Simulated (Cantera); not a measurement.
Source: NASA polynomial tables (part measured, part estimated), evaluated in Cantera. Values are per mole of reaction as written; species without (g) are pure solids or liquids, kept so even where they would boil at 1 bar.

### Question
Between 423 and 548 K, where is each reaction favourable under standard conditions?
- TiO2 + Ti ⇌ 2 TiO(g)
- 4 TiCl3(g) + TiO2 ⇌ 2 TiO(g) + 3 TiCl4

### Answer
- TiO2 + Ti ⇌ 2 TiO(g): ΔG° is 891 kJ at 423 K and 844 kJ at 548 K; it stays positive (K < 1). ΔH° is 1048 kJ and ΔS° 373 J/K at 548 K.
- 4 TiCl3(g) + TiO2 ⇌ 2 TiO(g) + 3 TiCl4: ΔG° is 835 kJ at 423 K and 838 kJ at 548 K; it stays positive (K < 1). ΔH° is 830 kJ and ΔS° -14 J/K at 548 K.
